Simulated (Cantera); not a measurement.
Input (Python, Cantera):

```python
import numpy as np
import cantera as ct

gas = ct.Solution("gri30.yaml")


def delay(T, t_max=10):
    gas.TPX = T, 101325, {'CH4': 1, 'C2H6': 0.078, 'O2': 1.42, 'N2': 5.34}
    reactor = ct.IdealGasConstPressureReactor(gas, clone=False)
    net = ct.ReactorNet([reactor])
    net.rtol, net.atol = 1e-8, 1e-16
    while net.time < t_max:
        t_old, T_old = net.time, reactor.T
        net.step()
        if reactor.T > T + 400:  # ignition: a rise of 400 K
            return t_old + (T + 400 - T_old) / (reactor.T - T_old) * (net.time - t_old)
    return np.nan


taus = []
for T in [1275, 1350, 1425, 1500, 1575, 1650, 1725, 1800]:
    taus.append(delay(T))
    print(f"T0 = {T:6g} K   tau = {taus[-1]:.4e} s")
```

Output:

```
T0 =   1275 K   tau = 4.1102e-03 s
T0 =   1350 K   tau = 1.8097e-03 s
T0 =   1425 K   tau = 8.1774e-04 s
T0 =   1500 K   tau = 3.8714e-04 s
T0 =   1575 K   tau = 1.9642e-04 s
T0 =   1650 K   tau = 1.0831e-04 s
T0 =   1725 K   tau = 6.5007e-05 s
T0 =   1800 K   tau = 4.2129e-05 s
```

Cantera simulation using GRI-Mech 3.0 (53 species, 325 reactions); the numbers are that mechanism's predictions, not measurements.
